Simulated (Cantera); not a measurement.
What does this Cantera script print?

```python
import numpy as np
import cantera as ct

gas_names = """
    C CH CH2 CH3 CH2OH CH3O CH4 CH3OH CO CO2 COOH C2 C2H CHCO,ketyl C2H2,acetylene C2H2,vinylidene
    CH2CO,ketene C2H3,vinyl CH3CO,acetyl C2H4 C2H4O,ethylen CH3CHO,ethanal CH3COOH (HCOOH)2 C2H5 C2H6
    CH3OCH3 C2H5OH C2O C3 C3H3,propargyl C3H4,allene C3H4,propyne C3H4,cyclo- C3H5,allyl C3H6,propylene
    C3H6,cyclo- C3H6O C3H7,n-propyl C3H7,i-propyl C3H8 C3H8O,1propanol C3H8O,2propanol C3O2 C4 C4H2
    C4H4,1,3-cyclo- C4H6,butadiene C4H6,2-butyne C4H6,cyclo- C4H8,1-butene C4H8,cis2-buten
    C4H8,tr2-butene C4H8,isobutene C4H8,cyclo- (CH3COOH)2 C4H9,n-butyl C4H9,i-butyl C4H9,s-butyl
    C4H9,t-butyl C4H10,isobutane C4H10,n-butane C5 C5H6,1,3cyclo- C5H8,cyclo- C5H10,1-pentene
    C5H10,cyclo- C5H11,pentyl C5H11,t-pentyl C5H12,n-pentane C5H12,i-pentane CH3C(CH3)2CH3 C6H2
    C6H5,phenyl C6H5O,phenoxy C6H6 C6H5OH,phenol C6H10,cyclo- C6H12,1-hexene C6H12,cyclo- C6H13,n-hexyl
    C7H7,benzyl C7H8 C7H8O,cresol C7H14,1-heptene C7H15,n-heptyl C7H16,n-heptane C8H8,styrene
    C8H10,ethylbenz C8H16,1-octene C8H17,n-octyl C8H18,isooctane C8H18,n-octane C9H19,n-nonyl
    C10H8,naphthale C10H21,n-decyl C12H9,o-bipheny C12H10,bipheny H HCO HO2 H2 HCHO,formaldehy HCOOH H2O
    H2O2 O OH O2 O3 Ta TaO TaO2
""".split()
cond_names = """
    C(gr) C6H6(L) C7H8(L) C8H18(L),n-octa H2O(s) H2O(L) Ta(cr) Ta(L) TaC(s) TaC(L) Ta2O5(s) Ta2O5(L)
""".split()


def load(file, names, dense=False):
    # The tables refer to 1 bar. Condensed volumes are neglected.
    table = {s.name: s for s in ct.Species.list_from_file(file)}
    out = []
    for n in names:
        d = dict(table[n].input_data)
        d["thermo"] = dict(d["thermo"], **{"reference-pressure": 1e5})
        if dense:
            d["equation-of-state"] = {"model": "constant-volume", "density": "1e6 g/cm^3"}
        out.append(ct.Species.from_dict(d))
    return out


gas = ct.Solution(thermo="ideal-gas", species=load("nasa_gas.yaml", gas_names))
cond = {s.name: ct.Solution(thermo="fixed-stoichiometry", species=[s], name=s.name)
        for s in load("nasa_condensed.yaml", cond_names, dense=True)}
atoms = {
    'Ta2O5': {'Ta': 2, 'O': 5},
    'CO': {'C': 1, 'O': 1},
    'H2': {'H': 2},
}
top_T = {'C(gr)': 4500}  # K; cautious upper limits of use, not melting points


def equilibrate(T, P, feed):
    n = {}
    for name, mol in feed.items():
        for a, k in atoms[name].items():
            n[a] = n.get(a, 0.0) + k * mol
    gas.TPX = T, P, n
    mass = sum(n.values()) * gas.mean_molecular_weight
    gas.equilibrate("TP")
    valid = [c for c in cond.values() if c.min_temp <= T <= top_T.get(c.name, c.max_temp)]
    mix = ct.Mixture([(gas, mass / gas.mean_molecular_weight)] + [(c, 0.0) for c in valid])
    mix.T, mix.P = T, P
    mix.equilibrate("TP", solver="vcs", rtol=1e-11, max_steps=5000)
    return mix


results = []
feed = {'Ta2O5': 1, 'CO': 12, 'H2': 0.3}  # mol
P = 10000  # Pa
for T in [1000, 1100, 1200, 1300, 1400, 1500, 1600, 1700, 1800, 1900, 2000, 2100]:
    mix = equilibrate(T, P, feed)
    results.append((T, P, feed, dict(zip(mix.species_names, mix.species_moles))))

top = {s: max(r[3][s] / sum(r[3][g] for g in gas_names) for r in results) for s in gas_names}
cols = sorted((s for s in top if top[s] > 1e-05), key=lambda s: -top[s])[:9]
seen = [c for c in cond_names if any(r[3].get(c, 0) > 1e-12 for r in results)]
print("log10 of partial pressures in bar; condensed amounts in mol")
print(f"{'T/K':>10s}" + "".join(f"{s[:9]:>10s}" for s in cols + seen))
for T, P, feed, n in results:
    ng = sum(n[g] for g in gas_names)
    print(f"{T:10.4g}" + "".join(f"{np.log10(max(n[s] / ng * P / 1e5, 1e-99)):10.3f}" for s in cols)
          + "".join(f"{n.get(c, 0):10.4g}" for c in seen))
```

Result:

```
log10 of partial pressures in bar; condensed amounts in mol
       T/K        CO       CO2        H2         H       H2O      TaO2     C(gr)    TaC(s)  Ta2O5(s)  Ta2O5(L)
      1000    -1.033    -2.313    -2.608    -9.948    -4.044   -24.143    0.5803         0         1         0
      1100    -1.015    -3.083    -2.613    -8.894    -4.676   -20.595    0.1032         0         1         0
      1200    -1.012    -3.747    -2.613    -8.011    -5.211   -17.645   0.02275         0         1         0
      1300    -1.011    -3.973    -2.613    -7.263    -5.329   -15.326         0    0.0039    0.9981         0
      1400    -1.011    -3.978    -2.614    -6.620    -5.244   -13.440         0  0.003892    0.9981         0
      1500    -1.011    -3.983    -2.614    -6.061    -5.172   -11.812         0  0.003893    0.9981         0
      1600    -1.011    -3.986    -2.614    -5.572    -5.111   -10.395         0    0.0039     0.998         0
      1700    -1.011    -3.989    -2.615    -5.139    -5.059    -9.149         0  0.003913     0.998         0
      1800    -1.011    -3.991    -2.616    -4.754    -5.013    -8.047         0   0.00393     0.998         0
      1900    -1.011    -3.992    -2.618    -4.409    -4.975    -7.066         0  0.003947     0.998         0
      2000    -1.011    -3.994    -2.622    -4.100    -4.943    -6.186         0  0.003955     0.998         0
      2100    -1.012    -4.003    -2.629    -3.821    -4.927    -5.421         0  0.003822         0    0.9978
```

Cantera equilibrium calculation (NASA polynomials, part measured and part estimated; ideal gas, pure solids and liquids). Mutual solubility and eutectic melting of coexisting phases are not modelled. TaC: taken at fixed stoichiometry. Condensed phases not in the tables: Ta2C.
